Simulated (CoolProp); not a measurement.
Values from CoolProp's reference Helmholtz-energy equation of state, Schroeder 2014.

### Question
Give the vapour pressure (bar), liquid density (kg/m³), vapour density (kg/m³), enthalpy of vaporisation (kJ/kg) of saturated ethanol at 152.65, 188.85 °C.

### Answer
```json
[
 {"T (°C)": "152.65", "p (bar)": "10.5", "liquid density (kg/m³)": "645", "vapour density (kg/m³)": "16.0", "enthalpy of vaporisation (kJ/kg)": "681"},
 {"T (°C)": "188.85", "p (bar)": "23.9", "liquid density (kg/m³)": "580", "vapour density (kg/m³)": "38.2", "enthalpy of vaporisation (kJ/kg)": "554"}
]
```
